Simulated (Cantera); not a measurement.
## Low-pressure radical oxidation in H2/O2

An isothermal, constant-pressure homogeneous reactor starts with 0.902 % H₂, 99.1 % O₂, at 1275 K and 3400 Pa.

Cantera simulation using the H2/O2 subset of GRI-Mech 3.0, which has no nitrogen chemistry; the numbers are that mechanism's predictions, not measurements. Radical loss at walls, strong at low pressure, is not modelled.

| t (s) | x H₂ | x O₂ | x O | x H | x H₂O₂ | x OH | x HO₂ |
|---|---|---|---|---|---|---|---|
| 0.000300 | 0.00902 | 0.991 | 5.65e-8 | 6.29e-9 | 1.19e-11 | 4.49e-8 | 2.41e-8 |
| 0.00102 | 0.00901 | 0.991 | 3.49e-6 | 3.24e-7 | 1.32e-10 | 2.63e-6 | 9.75e-8 |
| 0.00344 | 0.000313 | 0.983 | 0.00705 | 0.000417 | 7.54e-8 | 0.00134 | 2.08e-6 |
| 0.0116 | 2.87e-5 | 0.984 | 0.00641 | 0.000222 | 3.43e-8 | 0.000804 | 1.40e-6 |
| 0.0393 | 1.73e-5 | 0.987 | 0.00380 | 0.000102 | 3.06e-8 | 0.000625 | 1.08e-6 |
| 0.133 | 5.47e-6 | 0.990 | 0.00119 | 1.80e-5 | 2.11e-8 | 0.000353 | 5.74e-7 |
| 0.451 | 9.15e-7 | 0.991 | 0.000198 | 1.23e-6 | 8.62e-9 | 0.000145 | 1.80e-7 |
| 1.52 | 1.23e-7 | 0.991 | 2.67e-5 | 6.12e-8 | 2.09e-9 | 5.36e-5 | 3.94e-8 |
| 5.16 | 1.92e-8 | 0.991 | 4.21e-6 | 3.84e-9 | 4.30e-10 | 2.13e-5 | 1.16e-8 |
| 17.5 | 4.47e-9 | 0.991 | 9.87e-7 | 4.36e-10 | 1.15e-10 | 1.03e-5 | 1.06e-8 |
| 59.1 | 2.76e-9 | 0.991 | 6.11e-7 | 2.13e-10 | 7.54e-11 | 8.12e-6 | 1.21e-8 |
| 200 | 2.74e-9 | 0.991 | 6.07e-7 | 2.11e-10 | 7.50e-11 | 8.10e-6 | 1.22e-8 |
x: mole fraction; the columns are a selection and need not sum to one.

Equilibrium at this temperature and pressure: H₂ 2.74e-9, O₂ 0.991, O 6.07e-7, H 2.11e-10, H₂O₂ 7.50e-11, OH 8.10e-6, HO₂ 1.22e-8 (gas phase only).
